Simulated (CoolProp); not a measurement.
Vapour-liquid equilibrium of n-heptane (1) + toluene (2) at 18.75 °C; x and y are mole fractions of (1).

Model: multi-fluid Helmholtz-energy mixture model, Span 2003 and Lemmon 2006; pair parameters Bell 2016, in CoolProp.

```json
[
 {"x": "0.05", "bubble pressure (MPa)": "0.002945", "y at the bubble point": "0.118", "dew pressure at overall composition x (MPa)": "0.002817", "liquid density (mol/L)": "9.251"},
 {"x": "0.15", "bubble pressure (MPa)": "0.003289", "y at the bubble point": "0.285", "dew pressure at overall composition x (MPa)": "0.003007", "liquid density (mol/L)": "8.927"},
 {"x": "0.25", "bubble pressure (MPa)": "0.003548", "y at the bubble point": "0.401", "dew pressure at overall composition x (MPa)": "0.003214", "liquid density (mol/L)": "8.623"},
 {"x": "0.35", "bubble pressure (MPa)": "0.003751", "y at the bubble point": "0.493", "dew pressure at overall composition x (MPa)": "0.003434", "liquid density (mol/L)": "8.338"},
 {"x": "0.45", "bubble pressure (MPa)": "0.003915", "y at the bubble point": "0.572", "dew pressure at overall composition x (MPa)": "0.003657", "liquid density (mol/L)": "8.069"},
 {"x": "0.55", "bubble pressure (MPa)": "0.004051", "y at the bubble point": "0.646", "dew pressure at overall composition x (MPa)": "0.003871", "liquid density (mol/L)": "7.815"},
 {"x": "0.65", "bubble pressure (MPa)": "0.004165", "y at the bubble point": "0.719", "dew pressure at overall composition x (MPa)": "0.004058", "liquid density (mol/L)": "7.576"},
 {"x": "0.75", "bubble pressure (MPa)": "0.004261", "y at the bubble point": "0.793", "dew pressure at overall composition x (MPa)": "0.004208", "liquid density (mol/L)": "7.349"},
 {"x": "0.85", "bubble pressure (MPa)": "0.004339", "y at the bubble point": "0.872", "dew pressure at overall composition x (MPa)": "0.004319", "liquid density (mol/L)": "7.135"},
 {"x": "0.95", "bubble pressure (MPa)": "0.004399", "y at the bubble point": "0.956", "dew pressure at overall composition x (MPa)": "0.004396", "liquid density (mol/L)": "6.932"}
]
```

No azeotrope shows between x = 0.05 and 0.95.

The pair parameters rest on a limited set of measurements; away from them the model extrapolates.
